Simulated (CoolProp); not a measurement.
Computed with CoolProp (reference Helmholtz-energy equation of state, Thol 2016).

Give the vapour pressure (bar), liquid cp (kJ/(kg K)), vapour Z, vapour viscosity (µPa s) of saturated R1234ze(E) at -11.45, -7.45, 0.65 °C.


```
T (°C)  p (bar)  liquid cp (kJ/(kg K))  vapour Z  vapour viscosity (µPa s)
------  -------  ---------------------  --------  ------------------------
-11.45     1.39                   1.30     0.948                      10.8
-7.45      1.63                   1.30     0.941                      11.0
0.65       2.22                   1.32     0.927                      11.3
```

Viscosity comes from a separate model (Bell 2016), an estimate that may be off by 10 % or more.
